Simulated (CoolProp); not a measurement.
Aqueous calcium chloride as a coolant, 13 % by mass, freezing at -8.8 °C, 1 atm.

The numbers come from the Melinder's fits for secondary coolants in CoolProp.

```
T (°C)  viscosity (mPa s)  Prandtl number  density (kg/m³)  cp (kJ/(kg K))
------  -----------------  --------------  ---------------  --------------
-3.1                 2.68            16.6             1117           3.392
3.3                  2.21               …                …           3.408
9.6                  1.85            11.2             1115           3.423
16                   1.57            9.36             1115               …
22.3                 1.36               …                …           3.453
28.7                 1.18            6.86             1112           3.467
35                      …            5.98             1109               …
```

### Question
Fill in the missing entries.

### Answer

- 3.3, Prandtl number: 13.5
- 3.3, density (kg/m³): 1116
- 16, cp (kJ/(kg K)): 3.438
- 22.3, Prandtl number: 7.97
- 22.3, density (kg/m³): 1114
- 35, viscosity (mPa s): 1.04
- 35, cp (kJ/(kg K)): 3.480
